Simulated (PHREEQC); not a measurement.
Consider water at 25 °C with 0.038 mol HF and 0.0007 mol CsF per kg of water. Closed to the air; pH follows from the charge balance.

The numbers come from PHREEQC with the ion-association model, wateq4f.dat.

This is a speciation only: nothing precipitates in the calculation.

### Question
Estimate the pH, ionic strength.

### Answer
pH 2.37; ionic strength 0.00532 mol/kgw.

### Question
In which forms is F present?

### Answer
HF 74 %, F- 12 %, H2F2 11 %, HF2- 2.7 % of the F.

Species that the database lacks are ignored. wateq4f.dat counts part of the HF as a dimer, H2F2, which phreeqc.dat doesn't know; its constant is uncertain.
